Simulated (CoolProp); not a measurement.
Properties of isobutane along the isobar 0.101 MPa.

Computed with CoolProp (reference Helmholtz-energy equation of state, Bücker 2006).

```
T (K)  phase  Joule-Thomson coefficient (K/MPa)  isothermal compressibility (1/MPa)  expansivity (1/kK)  conductivity (mW/(m K))
-----  -----  ---------------------------------  ----------------------------------  ------------------  -----------------------
401.6    gas                              8.586                               10.00               2.572                     29.1
411.6    gas                              7.982                               9.994               2.503                     30.4
421.6    gas                              7.438                               9.986               2.439                     31.8
431.7    gas                              6.942                               9.980               2.377                     33.2
441.7    gas                              6.497                               9.974               2.319                      ___
451.7    gas                                ___                               9.969               2.264                     36.0
461.7    gas                              5.723                               9.964               2.212                     37.4
471.7    gas                              5.386                               9.959               2.162                     38.9
481.8    gas                                ___                               9.955               2.114                     40.4
491.8    gas                                ___                               9.952               2.069                      ___
501.8    gas                              4.529                               9.948               2.026                     43.5
511.8    gas                              4.288                               9.945               1.984                     45.1
521.8    gas                              4.065                               9.942               1.945                     46.7
```

Q: What belongs in the gaps?

A: 
- 441.7, conductivity (mW/(m K)): 34.6
- 451.7, Joule-Thomson coefficient (K/MPa): 6.092
- 481.8, Joule-Thomson coefficient (K/MPa): 5.074
- 491.8, Joule-Thomson coefficient (K/MPa): 4.790
- 491.8, conductivity (mW/(m K)): 42.0

Thermal conductivity comes from a separate model (Perkins 2002).
